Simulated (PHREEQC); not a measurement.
Make-up at 20 °C: 50 mmol/kgw HF and 0.056 mmol/kgw (NH4)2SiF6. Closed to the air; pH follows from the charge balance.

The numbers come from PHREEQC with the ion-association model, phreeqc.dat.

```
Item                       Result
----------------  ---------------
pH                           2.22
ionic strength    0.00668 mol/kgw
total alkalinity     -50.2 meq/kg
```

```
species  molality  activity   log γ
-------  --------  --------  ------
HF         0.0426    0.0427   0.001
H+        0.00651   0.00603  -0.033
F-        0.00563   0.00516  -0.038
HF2-     0.000882  0.000810  -0.037
NH4+     0.000112  0.000102  -0.039
SiF6-2    5.60e-5   4.00e-5  -0.146
```

Precipitation was switched off in this run. SiF6-2 is the database's only silicon fluoride.
